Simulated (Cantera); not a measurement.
What does this Cantera script print?

```python
import numpy as np
import cantera as ct

gas_names = """
    AL ALH ALN AL2 H H2 N NH NH2 NH3 N2 N2H2 N2H4
""".split()
cond_names = """
    AL(cr) AL(L) ALN(s)
""".split()


def load(file, names, dense=False):
    # The tables refer to 1 bar. Condensed volumes are neglected.
    table = {s.name: s for s in ct.Species.list_from_file(file)}
    out = []
    for n in names:
        d = dict(table[n].input_data)
        d["thermo"] = dict(d["thermo"], **{"reference-pressure": 1e5})
        if dense:
            d["equation-of-state"] = {"model": "constant-volume", "density": "1e6 g/cm^3"}
        out.append(ct.Species.from_dict(d))
    return out


gas = ct.Solution(thermo="ideal-gas", species=load("nasa_gas.yaml", gas_names))
cond = {s.name: ct.Solution(thermo="fixed-stoichiometry", species=[s], name=s.name)
        for s in load("nasa_condensed.yaml", cond_names, dense=True)}
atoms = {
    'Al': {'AL': 1},
    'NH3': {'N': 1, 'H': 3},
    'N2': {'N': 2},
}
top_T = {'ALN(s)': 2750}  # K; cautious upper limits of use, not melting points


def equilibrate(T, P, feed):
    n = {}
    for name, mol in feed.items():
        for a, k in atoms[name].items():
            n[a] = n.get(a, 0.0) + k * mol
    gas.TPX = T, P, n
    mass = sum(n.values()) * gas.mean_molecular_weight
    gas.equilibrate("TP")
    valid = [c for c in cond.values() if c.min_temp <= T <= top_T.get(c.name, c.max_temp)]
    mix = ct.Mixture([(gas, mass / gas.mean_molecular_weight)] + [(c, 0.0) for c in valid])
    mix.T, mix.P = T, P
    mix.equilibrate("TP", solver="vcs", rtol=1e-11, max_steps=5000)
    return mix


results = []
feed = {'Al': 1, 'NH3': 1.3, 'N2': 27}  # mol
P = 23  # Pa
for T in [798, 898, 998, 1098, 1198, 1298, 1398, 1498, 1598, 1698, 1798, 1898, 1998]:
    mix = equilibrate(T, P, feed)
    results.append((T, P, feed, dict(zip(mix.species_names, mix.species_moles))))

top = {s: max(r[3][s] / sum(r[3][g] for g in gas_names) for r in results) for s in gas_names}
cols = sorted((s for s in top if top[s] > 1e-06), key=lambda s: -top[s])[:9]
seen = [c for c in cond_names if any(r[3].get(c, 0) > 1e-12 for r in results)]
print("log10 of partial pressures in bar; condensed amounts in mol")
print(f"{'T/K':>10s}" + "".join(f"{s[:9]:>10s}" for s in cols + seen))
for T, P, feed, n in results:
    ng = sum(n[g] for g in gas_names)
    print(f"{T:10.4g}" + "".join(f"{np.log10(max(n[s] / ng * P / 1e5, 1e-99)):10.3f}" for s in cols)
          + "".join(f"{n.get(c, 0):10.4g}" for c in seen))
```

Output:

```
log10 of partial pressures in bar; condensed amounts in mol
       T/K        N2        H2        AL         H       ALH    ALN(s)
       798    -3.668    -4.812   -28.042   -13.980   -28.140         1
       898    -3.668    -4.812   -23.343   -12.367   -23.970         1
       998    -3.668    -4.812   -19.592   -11.073   -20.642         1
      1098    -3.668    -4.812   -16.530   -10.013   -17.926         1
      1198    -3.668    -4.812   -13.984    -9.127   -15.669         1
      1298    -3.668    -4.812   -11.834    -8.376   -13.763         1
      1398    -3.668    -4.812    -9.995    -7.731   -12.134         1
      1498    -3.668    -4.813    -8.404    -7.171   -10.726    0.9995
      1598    -3.669    -4.816    -7.015    -6.682    -9.497    0.9877
      1698    -3.672    -4.825    -5.791    -6.253    -8.418    0.7924
      1798    -3.684    -4.855    -5.126    -5.881    -7.893         0
      1898    -3.685    -4.881    -5.127    -5.548    -8.019         0
      1998    -3.688    -4.931    -5.130    -5.260    -8.147         0
```

Equilibrium computed with Cantera from the NASA thermochemical tables; the gas is ideal and each condensed phase is pure.
